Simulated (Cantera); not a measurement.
An isothermal, constant-pressure homogeneous reactor starts with 14.5 % NH₃, 85.5 % H₂, at 2100 K and 1.01 bar.

Detailed kinetics in Cantera: the gas-phase N/H chemistry of the illustrative SiF4/NH3 mechanism in the Surface Chemkin manual (1991). Walls and surfaces, which speed up NH3 decomposition in real reactors, are not modelled.

x: mole fraction; the columns are a selection and need not sum to one.

```csv
t (s),x NH₃,x H₂,x H,x N,x NH
6.00e-6,0.145,0.855,___,6.70e-11,2.17e-8
3.09e-5,0.145,0.855,___,1.00e-8,5.96e-7
0.000160,0.144,0.854,___,7.55e-7,1.07e-5
0.000823,0.139,0.857,0.00105,1.59e-6,1.73e-5
0.00424,0.113,0.872,___,1.59e-6,1.61e-5
0.0219,0.0436,0.910,___,1.51e-6,1.13e-5
0.113,0.00235,0.933,0.00291,4.80e-7,1.98e-6
0.582,0.000256,0.934,0.00301,5.76e-8,2.30e-7
3.00,4.53e-5,0.934,0.00301,1.02e-8,4.07e-8
```

Problem. What belongs in the gaps?

Solution. 
- 6.00e-6, x H: 3.67e-5
- 3.09e-5, x H: 0.000188
- 0.000160, x H: 0.000801
- 0.00424, x H: 0.00114
- 0.0219, x H: 0.00159
